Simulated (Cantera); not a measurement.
A closed system holds: 1 mol Si2H6, a varied amount of O3, held at 1900 K and 1.20 mbar.

Method: chemical equilibrium by Gibbs-energy minimisation in Cantera with the NASA 1993 tables (ideal gas, pure condensed phases). Candidate condensed phases: H2O, Si, SiO2; 18 gas species. The feed counts by its element totals alone. Gases not in the tables: Si2H6 and higher silanes. Kinetics and transport are ignored.

Q: At 0.66 mol O3, list the 7 most abundant gas species with their mole fractions, and the condensed phases.

A: H2 0.586, SiO 0.393, H 0.0175, Si 0.00384, SiH 8.84e-5, SiH2 1.25e-5, Si2 1.13e-5. Condensed: gas only.
